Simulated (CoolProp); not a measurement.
Vapour-liquid equilibrium of cyclohexane (1) + toluene (2) at 0.193 MPa; x and y are mole fractions of (1).

Computed with CoolProp (multi-fluid Helmholtz-energy mixture model, Zhou 2014 and Lemmon 2006; pair parameters Bell 2016).

### Question
Give the bubble temperature and the first vapour's composition at x = 0.05, 0.5, 0.8. Is there an azeotrope?

### Answer
x = 0.05: 405.1 K, y = 0.114; x = 0.5: 387.2 K, y = 0.682; x = 0.8: 380.5 K, y = 0.881. No azeotrope shows between x = 0.05 and 0.95.

Pair parameters are fitted to limited data, so mixtures are less certain than the pure fluids.
